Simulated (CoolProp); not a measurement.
Vapour-liquid equilibrium of isobutene (1) + n-butane (2) at 0.304 MPa; x and y are mole fractions of (1).

Values from CoolProp's multi-fluid Helmholtz-energy mixture model, Lemmon 2005 and Bücker 2006; pair parameters Bell 2016.

| x | bubble temperature (K) | y at the bubble point | dew temperature at overall composition x (K) | liquid density (mol/L) |
|---|---|---|---|---|
| 0.05 | 305.0 | 0.063 | 305.1 | … |
| 0.2 | 303.6 | 0.239 | … | 9.858 |
| 0.35 | 302.3 | 0.399 | 302.7 | 9.972 |
| 0.5 | 301.2 | 0.549 | 301.5 | … |
| 0.65 | 300.2 | … | 300.5 | 10.21 |
| 0.8 | 299.2 | 0.827 | 299.4 | 10.33 |
| 0.95 | 298.3 | 0.957 | 298.4 | 10.45 |

### Question
Fill in the missing entries.

### Answer

- 0.05, liquid density (mol/L): 9.744
- 0.2, dew temperature at overall composition x (K): 303.9
- 0.5, liquid density (mol/L): 10.09
- 0.65, y at the bubble point: 0.691

No azeotrope shows between x = 0.05 and 0.95.

The pair parameters rest on a limited set of measurements; away from them the model extrapolates.
